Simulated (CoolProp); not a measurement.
Saturation properties of R11.

Computed with CoolProp (reference Helmholtz-energy equation of state, Jacobsen 1992).

```csv
T (K),p (bar),liquid density (kg/m³),vapour Z,liquid conductivity (mW/(m K))
328.9,2.785,1400,0.9266,78.2
331.3,2.977,1394,0.9231,77.5
333.7,3.180,1388,0.9195,76.9
336.1,3.393,1381,0.9158,76.2
338.5,3.617,1375,0.9120,75.6
340.9,3.852,1368,0.9080,74.9
343.3,4.098,1362,0.9040,74.3
345.7,4.355,1355,0.8998,73.6
348.1,4.625,1349,0.8955,73.0
350.5,4.906,1342,0.8911,72.3
352.9,5.201,1335,0.8866,71.7
355.3,5.508,1329,0.8819,71.0
```

It boils at 296.9 K under 1 atm.

Thermal conductivity comes from a separate model (McLinden 2000), an estimate that may be off by 10 % or more.
